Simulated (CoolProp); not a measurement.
Values from CoolProp's reference Helmholtz-energy equation of state, Thol 2017.

Problem. For octamethyltrisiloxane (MDM), give the phase and the density (kg/m³), Joule-Thomson coefficient (K/MPa), isothermal compressibility (1/MPa), expansivity (1/kK) at 126.65 °C and 19.5 bar; 191.85 °C and 19.5 bar.

Solution. 
- 126.65 °C and 19.5 bar: liquid; density 713, Joule-Thomson coefficient -0.260, isothermal compressibility 0.00443, expansivity 1.56
- 191.85 °C and 19.5 bar: liquid; density 634, Joule-Thomson coefficient -0.0140, isothermal compressibility 0.0102, expansivity 2.11
